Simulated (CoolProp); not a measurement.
The numbers come from the reference Helmholtz-energy equation of state, Akasaka 2015 in CoolProp.

**Question.** For R245fa, give the phase and the density (kg/m³), speed of sound (m/s), viscosity (µPa s), Prandtl number at 433.1 K and 8.11 MPa; 433.1 K and 24.3 MPa.

**Answer.** 
- 433.1 K and 8.11 MPa: supercritical; density 912, speed of sound 253, viscosity 107, Prandtl number 3.01
- 433.1 K and 24.3 MPa: supercritical; density 1090, speed of sound 461, viscosity 171, Prandtl number 3.33

Viscosity comes from a separate model (Bell 2016), an estimate that may be off by 10 % or more. Thermal conductivity comes from a separate model (Huber 2003), an estimate that may be off by 10 % or more.
